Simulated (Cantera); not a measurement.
Gas mixture: 6.98 % H2, 21.4 % C2H2, 31.2 % CH4, 40.5 % NH3, at 17000 Pa, frozen composition.

Cantera's kinetic-theory transport with the Lennard-Jones parameters of GRI-Mech 3.0, ideal gas; thermal conductivity in the multicomponent form. Polar gases are described roughly by these parameters.

D: mixture-averaged diffusion coefficient of that species in the mixture.

```json
[
 {"T (K)": "400", "ρ (kg/m³)": "0.0900", "cp (J/kg/K)": "2333", "μ (µPa s)": "14.1", "λ (mW/m/K)": "50.8", "Pr": "0.647", "D (cm²/s) C2H2": "1.88", "D (cm²/s) CH4": "2.26", "D (cm²/s) N2": "2.20"},
 {"T (K)": "500", "ρ (kg/m³)": "0.0720", "cp (J/kg/K)": "2570", "μ (µPa s)": "17.1", "λ (mW/m/K)": "67.0", "Pr": "0.657", "D (cm²/s) C2H2": "2.84", "D (cm²/s) CH4": "3.41", "D (cm²/s) N2": "3.27"},
 {"T (K)": "600", "ρ (kg/m³)": "0.0600", "cp (J/kg/K)": "2798", "μ (µPa s)": "20.0", "λ (mW/m/K)": "84.2", "Pr": "0.664", "D (cm²/s) C2H2": "3.96", "D (cm²/s) CH4": "4.74", "D (cm²/s) N2": "4.51"},
 {"T (K)": "700", "ρ (kg/m³)": "0.0514", "cp (J/kg/K)": "3009", "μ (µPa s)": "22.7", "λ (mW/m/K)": "102", "Pr": "0.670", "D (cm²/s) C2H2": "5.22", "D (cm²/s) CH4": "6.23", "D (cm²/s) N2": "5.89"},
 {"T (K)": "800", "ρ (kg/m³)": "0.0450", "cp (J/kg/K)": "3200", "μ (µPa s)": "(withheld)", "λ (mW/m/K)": "(withheld)", "Pr": "0.675", "D (cm²/s) C2H2": "(withheld)", "D (cm²/s) CH4": "(withheld)", "D (cm²/s) N2": "(withheld)"},
 {"T (K)": "900", "ρ (kg/m³)": "0.0400", "cp (J/kg/K)": "3375", "μ (µPa s)": "(withheld)", "λ (mW/m/K)": "(withheld)", "Pr": "0.679", "D (cm²/s) C2H2": "(withheld)", "D (cm²/s) CH4": "(withheld)", "D (cm²/s) N2": "(withheld)"}
]
```

Some entries are withheld; supply them.


- 800, μ (µPa s): 25.2
- 800, λ (mW/m/K): 120
- 800, D (cm²/s) C2H2: 6.62
- 800, D (cm²/s) CH4: 7.87
- 800, D (cm²/s) N2: 7.41
- 900, μ (µPa s): 27.7
- 900, λ (mW/m/K): 138
- 900, D (cm²/s) C2H2: 8.13
- 900, D (cm²/s) CH4: 9.66
- 900, D (cm²/s) N2: 9.06
